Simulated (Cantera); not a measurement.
Charge: 1 mol CuO, 2.2 mol CH4, 0.37 mol N2, held at 705 Torr.

Equilibrium computed with Cantera from the NASA thermochemical tables; the gas is ideal and each condensed phase is pure. Candidate condensed phases: C, C6H6, C7H8, C8H18, Cu, CuO, Cu(OH)2, Cu2O, H2O; 139 gas species. The numbers say what is thermodynamically allowed, not how fast it happens.

Question: At 1600 K, list the 5 most abundant gas species with their mole fractions, and the condensed phases.

Answer: H2 0.761, CO 0.173, N2 0.0640, CH4 0.000889, HCN 0.000452. Condensed: C(graphite) + Cu(l).
